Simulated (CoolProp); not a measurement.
Vapour-liquid equilibrium of R22 (1) + R142b (2) at 322.3 K; x and y are mole fractions of (1).

Model: multi-fluid Helmholtz-energy mixture model, Kamei 1995 and Lemmon 2006; pair parameters Bell 2016, in CoolProp.

```tsv
x	bubble pressure (kPa)	y at the bubble point	dew pressure at overall composition x (kPa)	liquid density (mol/L)
0.05	721.0	0.108	691.4	10.52
0.125	800.3	0.244	730.1	10.67
0.2	879.7	0.358	772.8	10.83
0.275	960.0	0.456	820.3	10.99
0.35	1042	0.541	873.5	11.15
0.425	1127	0.617	933.2	11.32
0.5	1215	0.685	1001	11.49
0.575	1306	0.746	1078	11.66
0.65	1402	0.802	1168	11.83
0.725	1502	0.852	1273	11.99
0.8	1606	0.898	1399	12.16
0.875	1715	0.939	1552	12.32
0.95	1828	0.977	1745	12.47
```

No azeotrope shows between x = 0.05 and 0.95.

Pair parameters are fitted to limited data, so mixtures are less certain than the pure fluids.
